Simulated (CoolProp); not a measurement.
R1336mzz(E) along the isotherm 410 K: Z from the reference equation and from simpler models built on Tc = 403.5 K, pc = 2.779 MPa, ω = 0.413; each cubic takes its own stable root.

Model: reference Helmholtz-energy equation of state, Akasaka 2023, in CoolProp.

```json
[
 {"p (MPa)": "0.0132", "phase": "gas", "reference": "0.9984"},
 {"p (MPa)": "0.025", "phase": "gas", "reference": "0.9969"},
 {"p (MPa)": "0.0474", "phase": "gas", "reference": "0.9942"},
 {"p (MPa)": "0.0898", "phase": "gas", "reference": "0.9889"},
 {"p (MPa)": "0.17", "phase": "gas", "reference": "0.9790"},
 {"p (MPa)": "0.323", "phase": "gas", "reference": "0.9596"},
 {"p (MPa)": "0.612", "phase": "gas", "reference": "0.9217"},
 {"p (MPa)": "1.16", "phase": "gas", "reference": "0.8443"},
 {"p (MPa)": "2.2", "phase": "gas", "reference": "0.6632"},
 {"p (MPa)": "4.17", "phase": "supercritical", "reference": "0.2451"}
]
```

How far does each simpler model (van der Waals, Redlich-Kwong) lie from the reference over these 10 states: mean and median of the absolute difference, and the worst?


- van der Waals: mean 5.6 %, median 0.5 %, worst +45.0 % at 410 K and 4.17 MPa
- Redlich-Kwong: mean 2.6 %, median 0.1 %, worst +23.1 % at 410 K and 4.17 MPa
